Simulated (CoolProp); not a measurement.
Vapour-liquid equilibrium of ethylbenzene (1) + m-xylene (2) at 0.104 MPa; x and y are mole fractions of (1).

Computed with CoolProp (multi-fluid Helmholtz-energy mixture model, Zhou 2012 and Zhou 2012; pair parameters Bell 2016).

Problem. Give the bubble temperature and the first vapour's composition at x = 0.35, 0.5, 0.8. Is there an azeotrope?

Solution. x = 0.35: 412.0 K, y = 0.368; x = 0.5: 411.5 K, y = 0.519; x = 0.8: 410.7 K, y = 0.810. No azeotrope shows between x = 0.05 and 0.95.

Pair parameters are fitted to limited data, so mixtures are less certain than the pure fluids.
